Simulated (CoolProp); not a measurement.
Vapour-liquid equilibrium of propylene (1) + dimethyl ether (2) at 0.211 MPa; x and y are mole fractions of (1).

Values from CoolProp's multi-fluid Helmholtz-energy mixture model, Lemmon 2013 and Wu 2011; pair parameters Bell 2016.

Task: Give the bubble temperature and the first vapour's composition at x = 0.05, 0.35, 0.95. Is there an azeotrope?

Result: x = 0.05: 264.4 K, y = 0.122; x = 0.35: 254.3 K, y = 0.576; x = 0.95: 243.7 K, y = 0.973. No azeotrope shows between x = 0.05 and 0.95.

Pair parameters are fitted to limited data, so mixtures are less certain than the pure fluids.
